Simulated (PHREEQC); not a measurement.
Solution (25 °C): 2.1 mol/kgw H2SO4, 0.054 mol/kgw MgSO4 and 0.083 mol/kgw MgCl2. Closed to the air; pH follows from the charge balance.

All values are PHREEQC results (Pitzer model, pitzer.dat), not measurements.

Each row changes one thing in this solution. Precipitation was switched off in this run.

| case | pH | ionic strength (mol/kgw) | HSO4- (mol/kgw) | SO4-2 (mol/kgw) | SI of Epsomite (MgSO4:7H2O) | SI of Hexahydrite (MgSO4:6H2O) |
|---|---|---|---|---|---|---|
| as made | -0.74 | 3.52 | 1.62 | 0.532 | -1.73 | -1.96 |
| 0.031 mol/kgw KOH added | -0.73 | 3.50 | … | 0.522 | -1.73 | -1.96 |
| MgSO4 from 0.054 to 0.54 mol/kgw | -0.79 | 4.78 | 1.97 | 0.673 | -0.94 | … |
| MgCl2 left out | -0.70 | 3.28 | 1.62 | 0.538 | -2.13 | -2.37 |
| diluted 10-fold with water | 0.70 | … | 0.161 | 0.0541 | -2.84 | -3.11 |
| MgCl2 from 0.083 to 0.0747 mol/kgw | -0.74 | 3.50 | 1.62 | 0.533 | … | -1.99 |
| H2SO4 from 2.1 to 3.15 mol/kgw | -1.24 | 4.91 | 2.50 | 0.702 | -1.62 | -1.81 |

Task: Fill in the missing entries.

Result: 
- 0.031 mol/kgw KOH added, HSO4- (mol/kgw): 1.63
- MgSO4 from 0.054 to 0.54 mol/kgw, SI of Hexahydrite (MgSO4:6H2O): -1.17
- diluted 10-fold with water, ionic strength (mol/kgw): 0.354
- MgCl2 from 0.083 to 0.0747 mol/kgw, SI of Epsomite (MgSO4:7H2O): -1.75

In brines, pH and single-ion activities rest on the MacInnes convention.
